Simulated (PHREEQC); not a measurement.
Nickel, zinc or cadmium bath: speciation

Dissolve 0.011 mol ZnSO4 and 0.00018 mol KCl per kg of water at 80 °C. Closed to the air; pH follows from the charge balance.

The numbers come from PHREEQC with the ion-association model, phreeqc.dat.

This is a speciation only: nothing precipitates in the calculation.

What pH, ionic strength does the model give?

pH 5.13; ionic strength 0.0278 mol/kgw.

In which forms is Cl present?

Cl- 93 %, ZnCl+ 6.7 % of the Cl.

Complexes and solids missing from the database can't appear. At this temperature some constants are extrapolated from 25 °C, and those without enthalpy data are left unchanged.
